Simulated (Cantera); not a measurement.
Input: 1 mol Cu₂O, 1.1 mol CH₄, 0.062 mol CO, at 2248.15 K and 0.170 bar.

Equilibrium computed with Cantera from the NASA thermochemical tables; the gas is ideal and each condensed phase is pure. Candidate condensed phases: C, C₆H₆, C₇H₈, C₈H₁₈, Cu, CuO, Cu(OH)₂, Cu₂O, H₂O; 113 gas species. Kinetics and transport are ignored.

Base state: H₂ 0.529, CO 0.259, Cu 0.195, H 0.0130, C₂H₂ (acetylene) 0.00175, Cu₂ 0.00169, CH₄ 1.13e-5 (mole fractions); condensed: C(graphite) + Cu(l).

**Question.** What changes in the equilibrium state with this change: Cu₂O replaced by SiO₂?

**Answer.** 
```json
[
 {"species": "H₂", "before": "0.529", "after": "0.504"},
 {"species": "CO", "before": "0.259", "after": "0.260"},
 {"species": "SiO", "before": "0", "after": "0.219"},
 {"species": "Cu", "before": "0.195", "after": "0"},
 {"species": "H", "before": "0.0130", "after": "0.0127"},
 {"species": "Si", "before": "0", "after": "0.00312"},
 {"species": "Cu₂", "before": "0.00169", "after": "0"},
 {"species": "SiH", "before": "0", "after": "0.000369"},
 {"species": "Si₂C", "before": "0", "after": "0.000215"},
 {"species": "SiH₂", "before": "0", "after": "0.000171"},
 {"species": "C(graphite), mol", "before": "0.0855", "after": "0"},
 {"species": "Cu(l), mol", "before": "1.19", "after": "0"},
 {"species": "SiC(s), mol", "before": "0", "after": "0.0403"}
]
```
Gases not in the tables: Si₂H₆ and higher silanes. Further candidate phases: Si, SiC, SiO₂.
